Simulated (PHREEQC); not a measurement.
Solution (25 °C): 0.0015 mol/kgw HF, 0.0054 mol/kgw (CH3)4NF and 0.066 mol/kgw HCl. Closed to the air; pH follows from the charge balance.

Computed with PHREEQC (ion-association model, phreeqc.dat).

```json
[
 {"quantity": "pH", "before": "1.29", "after": "2.25"},
 {"quantity": "F- (mol/kgw)", "before": "0.000113", "after": "7.84e-5"},
 {"quantity": "HF2- (mol/kgw)", "before": "2.95e-6", "after": "1.84e-7"}
]
```

Q: What was changed between the two runs?
A. temperature from 25 to 85 °C
B. temperature from 25 to 15 °C
C. temperature from 25 to 65 °C
D. diluted 10-fold with water
E. 0.013 mol/kgw Na2CO3 added

A: D, diluted 10-fold with water

No solid was allowed to form. (CH3)4N+ isn't in the database: it is added as a free cation with an ion size of 4 Å.
